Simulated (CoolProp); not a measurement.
Vapour-liquid equilibrium of dimethyl ether (1) + n-hexane (2) at 287.7 K; x and y are mole fractions of (1).

Computed with CoolProp (multi-fluid Helmholtz-energy mixture model, Wu 2011 and Thol 2019; pair parameters Bell 2016).

```
x     bubble pressure (MPa)  y at the bubble point  dew pressure at overall composition x (MPa)  liquid density (mol/L)
----  ---------------------  ---------------------  -------------------------------------------  ----------------------
0.05                0.04174                  0.709                                      0.01321                   7.910
0.15                0.09801                      ?                                      0.01475                       ?
0.25                 0.1492                  0.930                                      0.01669                   8.812
0.35                 0.1944                  0.951                                      0.01920                   9.330
0.45                 0.2339                  0.963                                      0.02261                   9.904
0.55                 0.2693                  0.972                                      0.02749                   10.54
0.65                 0.3024                  0.978                                            ?                   11.26
0.75                 0.3355                  0.984                                      0.04828                   12.08
0.85                      ?                  0.990                                            ?                   13.01
0.95                 0.4097                  0.997                                       0.1918                       ?
```

Some entries are withheld; supply them.


- 0.15, y at the bubble point: 0.885
- 0.15, liquid density (mol/L): 8.341
- 0.65, dew pressure at overall composition x (MPa): 0.03504
- 0.85, bubble pressure (MPa): 0.3706
- 0.85, dew pressure at overall composition x (MPa): 0.07753
- 0.95, liquid density (mol/L): 14.10

No azeotrope shows between x = 0.05 and 0.95.

Pair parameters are fitted to limited data, so mixtures are less certain than the pure fluids.
